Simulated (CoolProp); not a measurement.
Vapour-liquid equilibrium of acetone (1) + n-nonane (2) at 368 kPa; x and y are mole fractions of (1).

Values from CoolProp's multi-fluid Helmholtz-energy mixture model, Lemmon 2006 and Lemmon 2006; pair parameters Bell 2016.

Give the bubble temperature and the first vapour's composition at x = 0.05, 0.45, 0.55. Is there an azeotrope?

x = 0.05: 455.2 K, y = 0.401; x = 0.45: 390.0 K, y = 0.914; x = 0.55: 386.3 K, y = 0.929. No azeotrope shows between x = 0.05 and 0.95.

The pair parameters rest on a limited set of measurements; away from them the model extrapolates. With so large a gap from Raoult's law the liquid may split in two, which this calculation doesn't test in full.
